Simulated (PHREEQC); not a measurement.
Make-up at 25 °C: 0.22 mol/kgw NaOH and 0.00035 mol/kgw Na2SiO3. Closed to the air; pH follows from the charge balance.

Equilibrium calculation in PHREEQC: ion-association model, phreeqc.dat.

```csv
quantity,before,after
pH,13.19,10.58
ionic strength (mol/kgw),0.221,0.000701
H2SiO4-2 (mol/kgw),0.000249,8.50e-7
H3SiO4- (mol/kgw),0.000101,0.000298
H4SiO4 (mol/kgw),3.02e-8,5.11e-5
SI of Quartz (SiO2),-3.51,-0.31
```

### Question
What was changed between the two runs?
A) temperature from 25 to 65 °C
B) Na2SiO3 from 0.00035 to 0.000315 mol/kgw
C) NaOH left out
D) temperature from 25 to 55 °C

### Answer
C, NaOH left out

Precipitation was switched off in this run.
